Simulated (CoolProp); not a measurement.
n-pentane at 298.15 K and 0.0516 MPa is throttled through a valve to 0.0066 MPa with no heat exchange. Each further row changes one setting.

Model: reference Helmholtz-energy equation of state, Thol 2019, in CoolProp.

| case | temperature change (K) | final density (kg/m³) |
|---|---|---|
| as stated | -1.5 | 0.194 |
| outlet pressure 0.00198 MPa | ? | ? |
| outlet pressure 0.00858 MPa | -1.5 | ? |

Q: Fill in the missing entries.

A: 
- outlet pressure 0.00198 MPa, temperature change (K): -1.7
- outlet pressure 0.00198 MPa, final density (kg/m³): 0.0580
- outlet pressure 0.00858 MPa, final density (kg/m³): 0.252
